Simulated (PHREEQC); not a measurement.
Solution (25 °C): 26 mmol/kgw FeSO4, 89.1 mmol/kgw HCl and 4.3 mmol/kgw NaCl. Closed to the air; pH follows from the charge balance.

All values are PHREEQC results (ion-association model, phreeqc.dat), not measurements.

### Question
The ionic strength comes out as 0.148 mol/kgw. What activity coefficients do SO4-2, FeCl+, FeHSO4+, HSO4-, NaSO4- get?

### Answer
SO4-2 0.33, FeCl+ 0.76, FeHSO4+ 0.76, HSO4- 0.76, NaSO4- 0.76.

This is a speciation only: nothing precipitates in the calculation. Species that the database lacks are ignored.
